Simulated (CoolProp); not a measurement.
R404A at several states: Z from the reference equation and from simpler models built on Tc = 72.1 °C, pc = 3.735 MPa, ω = 0.293; each cubic takes its own stable root.

The numbers come from the reference Helmholtz-energy equation of state, Lemmon 2003 in CoolProp. It is a pseudo-pure fit of the blend.

```csv
T (°C),p (MPa),phase,reference
-9.85,18.8,liquid,0.6664
197.05,2.57,gas,0.9202
-5.95,0.011,gas,0.9973
```

Task: How far does each simpler model (van der Waals, Redlich-Kwong, Soave-Redlich-Kwong, Peng-Robinson) lie from the reference over these 3 states: mean and median of the absolute difference, and the worst?

Result: 
- van der Waals: mean 20.4 %, median 2.0 %, worst +59.2 % at -9.85 °C and 18.8 MPa
- Redlich-Kwong: mean 5.5 %, median 1.3 %, worst +15.1 % at -9.85 °C and 18.8 MPa
- Soave-Redlich-Kwong: mean 4.6 %, median 1.4 %, worst +12.2 % at -9.85 °C and 18.8 MPa
- Peng-Robinson: mean 0.2 %, median 0.1 %, worst -0.4 % at 197.05 °C and 2.57 MPa
